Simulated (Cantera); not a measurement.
# B2O3 + H2O + N2 + O2 (boron, boron nitride and boron oxide)

Feed: 1 mol B2O3, 2.1 mol H2O, a varied amount of N2, 0.62 mol O2, at 1427 °C and 0.420 bar.

Equilibrium computed with Cantera from the NASA thermochemical tables; the gas is ideal and each condensed phase is pure. Candidate condensed phases: B, BN, B2O3, B3O3H3, H2O; 39 gas species. The numbers say what is thermodynamically allowed, not how fast it happens.

From 0.32 mol N2 to 43 mol N2 the condensed part is B2O3(l). At 110 mol N2 nothing is condensed. The main B-bearing gas is HBO2 throughout. The share of B in condensed phases is highest at 0.32 mol N2 (77.1 %) and lowest at 110 mol N2 (0.0 %).

```tsv
n(N2) (mol)	x N2	x H2O	x O2	x HBO2	n B2O3(l)
0.32	0.0975	0.575	0.189	0.134	0.771
0.85	0.222	0.488	0.162	0.123	0.754
2.3	0.433	0.343	0.116	0.103	0.713
6	0.659	0.192	0.0673	0.0772	0.629
16	0.831	0.0834	0.0315	0.0509	0.471
43	0.924	0.0298	0.0129	0.0304	0.201
110	0.967	0.0109	0.00516	0.0150	0
```
x: gas mole fraction; n: condensed amount in mol.
